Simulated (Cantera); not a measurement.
Feed: 1 mol SiHCl3, 20 mol N2, 23 mol NH3.

These are equilibrium values from Cantera (NASA tables, ideal gas, pure condensed phases), not measurements of a reactor. Candidate condensed phases: NH4Cl, Si, Si3N4; 28 gas species. The tables' values for SiCl3 are old estimates. Kinetics and transport are ignored.

Problem. What condenses at these points (T in °C, P in Pa): (1452, 100000); (452, 37000); (1752, 710); (1652, 100000); (1152, 100000); (1352, 98)?

Solution. 
```tsv
T (°C)	P in Pa	condensed phases	Si condensed (%)
1452	100000	Si3N4	97.1
452	37000	Si3N4	99.8
1752	710	gas only	0.0
1652	100000	Si3N4	85.0
1152	100000	Si3N4	99.9
1352	98	Si	53.2
```
